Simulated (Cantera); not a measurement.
Charge: 1 mol BN, 12 mol O2, 14 mol H2, equilibrated at 2.80e-5 bar.

Cantera equilibrium calculation (NASA polynomials, part measured and part estimated; ideal gas, pure solids and liquids). Candidate condensed phases: B, BN, B2O3, B3O3H3, H2O; 39 gas species. Equilibrium is a limit: real reactors are often held back by kinetics, nucleation or transport.

x: gas mole fraction; n: condensed amount in mol.

```json
[
 {"T (K)": "948", "x H2O": "0.745", "x O2": "0.227", "x HBO2": "0.00135", "x N2": "0.0266", "x OH": "1.51e-6", "x (HBO2)3": "0.000125", "x B2O3": "8.61e-9", "n B2O3(l)": "0.484"},
 {"T (K)": "998", "x H2O": "0.743", "x O2": "0.226", "x HBO2": "…", "x N2": "0.0266", "x OH": "…", "x (HBO2)3": "…", "x B2O3": "…", "n B2O3(l)": "0.459"},
 {"T (K)": "1048", "x H2O": "0.737", "x O2": "0.225", "x HBO2": "0.0111", "x N2": "0.0265", "x OH": "1.07e-5", "x (HBO2)3": "7.39e-5", "x B2O3": "1.07e-6", "n B2O3(l)": "0.393"},
 {"T (K)": "1098", "x H2O": "0.723", "x O2": "0.224", "x HBO2": "…", "x N2": "0.0263", "x OH": "…", "x (HBO2)3": "…", "x B2O3": "…", "n B2O3(l)": "…"},
 {"T (K)": "1148", "x H2O": "0.701", "x O2": "0.221", "x HBO2": "0.0518", "x N2": "0.0260", "x OH": "5.27e-5", "x (HBO2)3": "2.78e-5", "x B2O3": "4.05e-5", "n B2O3(l)": "0"},
 {"T (K)": "1198", "x H2O": "0.701", "x O2": "0.221", "x HBO2": "0.0518", "x N2": "0.0260", "x OH": "0.000107", "x (HBO2)3": "2.43e-6", "x B2O3": "5.05e-5", "n B2O3(l)": "0"},
 {"T (K)": "1248", "x H2O": "0.701", "x O2": "0.221", "x HBO2": "0.0518", "x N2": "0.0259", "x OH": "0.000207", "x (HBO2)3": "2.60e-7", "x B2O3": "6.18e-5", "n B2O3(l)": "0"},
 {"T (K)": "1298", "x H2O": "0.701", "x O2": "0.221", "x HBO2": "0.0518", "x N2": "0.0259", "x OH": "0.000378", "x (HBO2)3": "3.32e-8", "x B2O3": "7.45e-5", "n B2O3(l)": "0"}
]
```

Question: Fill in the missing entries.

Answer: 
- 998, x HBO2: 0.00409
- 998, x OH: 4.22e-6
- 998, x (HBO2)3: 9.54e-5
- 998, x B2O3: 1.09e-7
- 1098, x HBO2: 0.0271
- 1098, x OH: 2.47e-5
- 1098, x (HBO2)3: 5.73e-5
- 1098, x B2O3: 8.44e-6
- 1098, n B2O3(l): 0.241
